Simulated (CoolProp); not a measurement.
n-nonane along the isotherm 600 K: Z from the reference equation and from simpler models built on Tc = 594.5 K, pc = 2.282 MPa, ω = 0.443; each cubic takes its own stable root.

Model: reference Helmholtz-energy equation of state, Lemmon 2006, in CoolProp. It is a short technical equation, of lower accuracy than the large ones.

```
p (MPa)          phase  reference  van der Waals  Soave-Redlich-Kwong  Peng-Robinson
-------  -------------  ---------  -------------  -------------------  -------------
0.428              gas     0.9334         0.9429               0.9357         0.9287
0.856              gas     0.8587         0.8790               0.8650         0.8514
1.28               gas     0.7730         0.8061               0.7859         0.7664
1.71               gas     0.6669         0.7150               0.6903         0.6655
2.14               gas     0.5188         0.5817               0.5594         0.5310
2.57     supercritical     0.2158         0.3136               0.2909         0.2672
3        supercritical     0.2152         0.3268               0.2837         0.2576
3.42     supercritical     0.2319         0.3521               0.2994         0.2709
```
